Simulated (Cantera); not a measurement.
Input (Python, Cantera) and output of one run.

```python
import numpy as np
import cantera as ct

gas_names = """
    F F2 H HF H2 H2F2 H3F3 H4F4 H5F5 H6F6 H7F7 N NF NF2 NF3 NH NH2 NH3 N2 N2H2 N2H4 Pb PbF PbF2 PbF4 Pb2
""".split()
cond_names = """
    Pb(cr) Pb(L) PbF2(a) PbF2(b) PbF2(L)
""".split()


# ... load() reads the species with a 1 bar reference pressure and builds the phases ...
atoms = {
    'PbF2': {'Pb': 1, 'F': 2},
    'H2': {'H': 2},
    'N2': {'N': 2},
}
top_T = {}  # K; cautious upper limits of use, not melting points


# ... equilibrate(T, P, feed) seeds the gas with the atoms and calls Mixture.equilibrate('TP', solver="vcs", rtol=1e-11, max_steps=5000) ...
results = []
T = 1325  # K
P = 130  # Pa
for m in [0.22, 0.36, 0.58, 0.95, 1.5, 2.5, 4.1, 6.6, 11, 17]:
    feed = {'PbF2': 1, 'H2': m, 'N2': 0.17}  # mol
    mix = equilibrate(T, P, feed)
    results.append((T, P, feed, dict(zip(mix.species_names, mix.species_moles))))
    x = sorted(zip(gas.X, gas.species_names), reverse=True)
    print(f"T = {T:g} K  P = {P:g} Pa  n(H2) = {m:g} mol  gas = {mix.phase_moles(0):.4g} mol")
    print("   x: " + "  ".join(f"{s} {v:.3e}" for v, s in x if v > 1e-06))
    print("   condensed (mol): " + ("  ".join(f"{mix.phase(i).name} {mix.phase_moles(i):.4g}"
          for i in range(1, mix.n_phases) if mix.phase_moles(i) > 1e-12) or "none"))
```

Result:

```
T = 1325 K  P = 130 Pa  n(H2) = 0.22 mol  gas = 1.61 mol
   x: PbF2 3.227e-01  HF 2.733e-01  Pb 1.878e-01  N2 1.056e-01  PbF4 7.100e-02  PbF 3.958e-02  Pb2 1.496e-06  H2 1.225e-06
   condensed (mol): none
T = 1325 K  P = 130 Pa  n(H2) = 0.36 mol  gas = 1.89 mol
   x: HF 3.809e-01  PbF2 2.462e-01  Pb 2.093e-01  N2 8.995e-02  PbF4 3.709e-02  PbF 3.650e-02  H2 3.475e-06  Pb2 1.858e-06
   condensed (mol): none
T = 1325 K  P = 130 Pa  n(H2) = 0.58 mol  gas = 2.33 mol
   x: HF 4.978e-01  Pb 2.446e-01  PbF2 1.436e-01  N2 7.296e-02  PbF 3.014e-02  PbF4 1.080e-02  H2 1.189e-05  Pb2 2.538e-06
   condensed (mol): none
T = 1325 K  P = 130 Pa  n(H2) = 0.95 mol  gas = 3.069 mol
   x: HF 6.185e-01  Pb 3.045e-01  N2 5.539e-02  PbF2 1.167e-02  PbF 9.583e-03  H2 2.812e-04  PbF4 5.725e-05  Pb2 3.932e-06
   condensed (mol): none
T = 1325 K  P = 130 Pa  n(H2) = 1.5 mol  gas = 3.669 mol
   x: HF 5.447e-01  Pb 2.722e-01  H2 1.364e-01  N2 4.633e-02  PbF 3.424e-04  H 1.675e-05  PbF2 1.667e-05  Pb2 3.141e-06
   condensed (mol): none
T = 1325 K  P = 130 Pa  n(H2) = 2.5 mol  gas = 4.67 mol
   x: HF 4.281e-01  H2 3.213e-01  Pb 2.140e-01  N2 3.640e-02  PbF 1.379e-04  H 2.571e-05  PbF2 3.439e-06  Pb2 1.942e-06
   condensed (mol): none
T = 1325 K  P = 130 Pa  n(H2) = 4.1 mol  gas = 6.27 mol
   x: H2 4.944e-01  HF 3.189e-01  Pb 1.594e-01  N2 2.711e-02  PbF 6.170e-05  H 3.189e-05  Pb2 1.078e-06
   condensed (mol): none
T = 1325 K  P = 130 Pa  n(H2) = 6.6 mol  gas = 8.77 mol
   x: H2 6.385e-01  HF 2.280e-01  Pb 1.140e-01  N2 1.938e-02  H 3.624e-05  PbF 2.776e-05
   condensed (mol): none
T = 1325 K  P = 130 Pa  n(H2) = 11 mol  gas = 13.17 mol
   x: H2 7.593e-01  HF 1.518e-01  Pb 7.592e-02  N2 1.291e-02  H 3.952e-05  PbF 1.129e-05
   condensed (mol): none
T = 1325 K  P = 130 Pa  n(H2) = 17 mol  gas = 19.17 mol
   x: H2 8.346e-01  HF 1.043e-01  Pb 5.216e-02  N2 8.868e-03  H 4.144e-05  PbF 5.082e-06
   condensed (mol): none
```

Method: chemical equilibrium by Gibbs-energy minimisation in Cantera with the NASA 1993 tables (ideal gas, pure condensed phases).
